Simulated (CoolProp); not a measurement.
Model: reference Helmholtz-energy equation of state, Thol 2021, in CoolProp.

**Question.** Give the vapour pressure (MPa), liquid density (kg/m³), vapour density (kg/m³), enthalpy of vaporisation (kJ/kg) of saturated chlorine at 281.3 K.

**Answer.** 
```json
[
 {"T (K)": "281.3", "p (MPa)": "0.477", "liquid density (kg/m³)": "1440", "vapour density (kg/m³)": "15.7", "enthalpy of vaporisation (kJ/kg)": "260"}
]
```
